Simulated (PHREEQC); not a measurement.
Dissolve 0.0078 mol NH3, 0.0025 mol K2SiO3 and 0.017 mol K2CO3 per kg of water at 20 °C. Closed to the air; pH follows from the charge balance.

Equilibrium calculation in PHREEQC: ion-association model, phreeqc.dat.

Question: The ionic strength comes out as 0.0556 mol/kgw. What activity coefficients do HCO3-, K+, NH4+, H2SiO4-2, CO3-2 get?

Answer: HCO3- 0.82, K+ 0.81, NH4+ 0.79, H2SiO4-2 0.46, CO3-2 0.46.

Precipitation was switched off in this run.
